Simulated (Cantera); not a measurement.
Charge: 1 mol SiCl4, 46 mol NH3, 2.9 mol H2, 60 mol N2, equilibrated at 0.0133 bar.

Equilibrium computed with Cantera from the NASA thermochemical tables; the gas is ideal and each condensed phase is pure. Candidate condensed phases: NH4Cl, Si, Si3N4; 28 gas species. The tables' values for SiCl, SiN are old estimates; treat these amounts as uncertain. Gases not in the tables: Si2H6 and higher silanes. Kinetics and transport are ignored.

x: gas mole fraction; n: condensed amount in mol.

```json
[
 {"T (°C)": "1227", "x N2": "0.527", "x H2": "0.447", "x HCl": "0.0253", "x H": "[?]", "x SiCl2": "0.000164", "n Si3N4(s)": "0.325", "n Si(l)": "0"},
 {"T (°C)": "1277", "x N2": "0.527", "x H2": "0.448", "x HCl": "0.0250", "x H": "[?]", "x SiCl2": "0.000312", "n Si3N4(s)": "0.317", "n Si(l)": "0"},
 {"T (°C)": "1327", "x N2": "0.527", "x H2": "0.448", "x HCl": "0.0244", "x H": "[?]", "x SiCl2": "0.000561", "n Si3N4(s)": "0.304", "n Si(l)": "0"},
 {"T (°C)": "1377", "x N2": "0.527", "x H2": "0.448", "x HCl": "0.0237", "x H": "[?]", "x SiCl2": "0.000945", "n Si3N4(s)": "0.283", "n Si(l)": "0"},
 {"T (°C)": "1427", "x N2": "0.527", "x H2": "0.448", "x HCl": "0.0225", "x H": "[?]", "x SiCl2": "0.00149", "n Si3N4(s)": "0.254", "n Si(l)": "0"},
 {"T (°C)": "1477", "x N2": "0.527", "x H2": "0.448", "x HCl": "0.0211", "x H": "[?]", "x SiCl2": "0.00219", "n Si3N4(s)": "0.212", "n Si(l)": "0"},
 {"T (°C)": "1527", "x N2": "0.528", "x H2": "0.447", "x HCl": "0.0198", "x H": "[?]", "x SiCl2": "0.00273", "n Si3N4(s)": "0", "n Si(l)": "0.510"},
 {"T (°C)": "1577", "x N2": "0.528", "x H2": "0.446", "x HCl": "0.0200", "x H": "[?]", "x SiCl2": "0.00260", "n Si3N4(s)": "0", "n Si(l)": "0.478"},
 {"T (°C)": "1627", "x N2": "0.527", "x H2": "0.444", "x HCl": "0.0201", "x H": "[?]", "x SiCl2": "0.00247", "n Si3N4(s)": "0", "n Si(l)": "0.403"},
 {"T (°C)": "1677", "x N2": "0.526", "x H2": "0.442", "x HCl": "0.0202", "x H": "[?]", "x SiCl2": "0.00234", "n Si3N4(s)": "0", "n Si(l)": "0.255"}
]
```

Question: Fill in the missing entries.

Answer: 
- 1227, x H: 0.000102
- 1277, x H: 0.000182
- 1327, x H: 0.000315
- 1377, x H: 0.000526
- 1427, x H: 0.000854
- 1477, x H: 0.00135
- 1527, x H: 0.00207
- 1577, x H: 0.00311
- 1627, x H: 0.00458
- 1677, x H: 0.00660
